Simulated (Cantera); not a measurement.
An isothermal, constant-pressure homogeneous reactor starts with NH3 : H2 = 1 : 2 (molar parts), at 1500 K and 72.0 Torr. Integrator tolerance rtol = 1e-08.

Computed with Cantera and the gas-phase N/H chemistry of the illustrative SiF4/NH3 mechanism in the Surface Chemkin manual (1991). Walls and surfaces, which speed up NH3 decomposition in real reactors, are not modelled.

**Question.** What does this change do: NH3 1 to 0.31 parts?

**Answer.** 
```json
[
 {"quantity": "x(NH3) at 100 s", "before": "0.248 (gas-phase equilibrium 1.70e-6)", "after": "0.115 (gas-phase equilibrium 1.30e-6)"},
 {"quantity": "x(H2) at 100 s", "before": "0.720 (gas-phase equilibrium 0.875)", "after": "0.877 (gas-phase equilibrium 0.941)"},
 {"quantity": "x(N2H4) at 100 s", "before": "5.11e-9 (gas-phase equilibrium <1e-12)", "after": "1.40e-9 (gas-phase equilibrium <1e-12)"},
 {"quantity": "x(N2) at 100 s", "before": "0.0320 (gas-phase equilibrium 0.125)", "after": "0.00856 (gas-phase equilibrium 0.0592)"},
 {"quantity": "x(H) at 100 s", "before": "2.88e-5 (gas-phase equilibrium 5.35e-5)", "after": "3.98e-5 (gas-phase equilibrium 5.55e-5)"}
]
```
